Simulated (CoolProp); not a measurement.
R22 at several states: Z from the reference equation and from simpler models built on Tc = 369.3 K, pc = 4.990 MPa, ω = 0.221; each cubic takes its own stable root.

Computed with CoolProp (reference Helmholtz-energy equation of state, Kamei 1995).

```json
[
 {"T (K)": "258.1", "p (MPa)": "1.44", "phase": "liquid", "reference": "0.04348", "van der Waals": "0.07197", "Redlich-Kwong": "0.04960", "Soave-Redlich-Kwong": "0.04800"},
 {"T (K)": "499.1", "p (MPa)": "2.52", "phase": "gas", "reference": "0.9408", "van der Waals": "0.9273", "Redlich-Kwong": "0.9305", "Soave-Redlich-Kwong": "0.9446"},
 {"T (K)": "238.6", "p (MPa)": "1.01", "phase": "liquid", "reference": "0.03160", "van der Waals": "0.05241", "Redlich-Kwong": "0.03581", "Soave-Redlich-Kwong": "0.03480"},
 {"T (K)": "223.2", "p (MPa)": "0.344", "phase": "liquid", "reference": "0.01116", "van der Waals": "0.9300", "Redlich-Kwong": "0.01261", "Soave-Redlich-Kwong": "0.01229"}
]
```

At some of these states van der Waals gives the other phase, because its saturation line lies elsewhere.
